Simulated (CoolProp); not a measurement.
Vapour-liquid equilibrium of R134a (1) + R123 (2) at 253.4 K; x and y are mole fractions of (1).

Model: multi-fluid Helmholtz-energy mixture model, Tillner-Roth 1994 and Younglove 1994; pair parameters Bell 2016, in CoolProp.

Problem. Give the bubble pressure and the first vapour's composition at x = 0.35, 0.5, 0.65. Is there an azeotrope?

Solution. x = 0.35: 0.06659 MPa, y = 0.872; x = 0.5: 0.08407 MPa, y = 0.916; x = 0.65: 0.09913 MPa, y = 0.944. No azeotrope shows between x = 0.05 and 0.95.

Pair parameters are fitted to limited data, so mixtures are less certain than the pure fluids.
